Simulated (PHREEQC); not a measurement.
# Ultrapure water in contact with air or piping

Synthetic water in mg/L, 13 °C, pH 6.28, pe 0.3:

| constituent | mg/L |
|---|---|
| Na | 0.315 |
| K | 0.00929 |
| Ca | 0.0737 |
| Mg | 0.379 |
| Cl | 0.394 |
| S(6) as SO4 | 0.516 |
| Alkalinity as HCO3 | 1.58 |
| Sr | 0.0104 |
| Si as SiO2 | 0.000288 |
| B | 0.000397 |
| N(-3) as NH4 | 0.00437 |
| Fe(2) | 0.015 |
| Br | 0.0789 |

Valence states are taken as typed.

Equilibrium calculation in PHREEQC: ion-association model, phreeqc.dat.

Each row changes one thing in this solution. Precipitation was switched off in this run.

```tsv
case	CO2 (mol/kgw)	HCO3- (mol/kgw)	MgSO4 (mol/kgw)	MgHCO3+ (mol/kgw)	CO3-2 (mol/kgw)	CaSO4 (mol/kgw)	SI of Quartz (SiO2)	SI of Siderite (FeCO3)
as made	3.74e-5	2.64e-5	1.31e-8	4.46e-9	1.83e-9	1.47e-9	-4.15	-4.53
Sr from 0.0104 to 0.0312 mg/L	3.74e-5	2.64e-5	1.31e-8	4.46e-9	1.83e-9	1.47e-9	-4.15	-4.53
temperature from 13 to 50 °C at the same typed pH	2.64e-5	2.63e-5	___	___	3.46e-9	1.91e-9	-4.68	___
all concentrations times 2 at the same typed pH	7.38e-5	5.23e-5	5.05e-8	1.74e-8	3.67e-9	5.67e-9	-3.85	-3.94
Sr from 0.0104 to 0.0208 mg/L	3.74e-5	2.64e-5	1.31e-8	4.46e-9	1.83e-9	1.47e-9	-4.15	-4.53
pH from 6.28 to 6.58 at the same alkalinity	___	2.61e-5	1.31e-8	4.41e-9	___	1.47e-9	-4.15	-4.23
```

Problem. What belongs in the gaps?

Solution. 
- temperature from 13 to 50 °C at the same typed pH, MgSO4 (mol/kgw): 3.24e-8
- temperature from 13 to 50 °C at the same typed pH, MgHCO3+ (mol/kgw): 5.44e-9
- temperature from 13 to 50 °C at the same typed pH, SI of Siderite (FeCO3): -4.04
- pH from 6.28 to 6.58 at the same alkalinity, CO2 (mol/kgw): 1.86e-5
- pH from 6.28 to 6.58 at the same alkalinity, CO3-2 (mol/kgw): 3.62e-9

Species that the database lacks are ignored. Constants without temperature data keep their 25 °C values here.
